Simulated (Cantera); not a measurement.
A closed system holds: 1 mol TEOS, 7.7 mol O2, 92 mol H2, 4.3 mol H2O, at 17.0 Pa.

Equilibrium computed with Cantera from the NASA thermochemical tables; the gas is ideal and each condensed phase is pure. Candidate condensed phases: C, C6H6, C7H8, C8H18, H2O, Si, SiC, SiO2; 123 gas species. The feed counts by its element totals alone. The tables hold silica as quartz up to 1696 K and as liquid above; real silica turns to tridymite and cristobalite and melts near 1996 K. Equilibrium is a limit: real reactors are often held back by kinetics, nucleation or transport.

Over these rows the condensed part is SiO2(β-quartz). Partial pressures as log10 of bar:

```tsv
T (K)	1000/T (1/K)	log p SiO	log p H2	log p H2O	log p CO
1273	0.7855	-11.29	-3.86	-4.71	-4.96
1323	0.7559	?	-3.86	-4.71	-4.96
1373	0.7283	-9.66	-3.86	-4.71	-4.95
1423	0.7027	-8.94	-3.86	-4.71	-4.95
1473	0.6789	-8.27	-3.86	-4.71	-4.95
1523	0.6566	-7.64	-3.86	-4.70	-4.95
```

Task: Fit log p(SiO) = a + b·(1000/T) to the five rows, give the apparent enthalpy, and predict the row at 1323 K.

Result: Means: 1000/T = 0.7104, log p = -9.160. Sxy = -0.280418, Sxx = 0.0099064, so b = -28.31 and a = -9.160 − (-28.31)×0.7104 = 10.95.
Apparent enthalpy: −19.145 × (-28.31) = 542 kJ/mol. With the condensed phases at unit activity, SiO2(β-quartz) + H2(g) = SiO(g) + H2O(g) links this pressure to the main gases: over the six rows their terms move log p by -0.01 in all, so the slope is close to that reaction's ΔH°. The five rows lie within 0.01 of the line.
Prediction at 1323 K: 10.95 + (-28.31)×0.7559 = -10.45. The computed value is -10.45, 0.00 from the line.
